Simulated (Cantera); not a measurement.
A freely propagating, adiabatic, planar premixed flame of 29.4 % CO, 7.65 % H₂, 13.2 % O₂, 49.7 % N₂, equivalence ratio 1.4, unburnt at 375 K and 4.60 bar; mixture-averaged transport, grid criteria slope 0.08 and curve 0.16, no radiation.

Computed with Cantera and GRI-Mech 3.0 (53 species, 325 reactions). The hydrogen kinetics of GRI-Mech 3.0 are dated; newer H2 mechanisms differ, most at raised pressure. Burning velocities carry a grid error of a few per cent, more on coarse grids.

Task: Predict: laminar burning velocity; thermal thickness; peak x(O).

Result: 
- laminar burning velocity: 111 cm/s
- thermal thickness: 0.0855 mm
- peak x(O): 0.00784
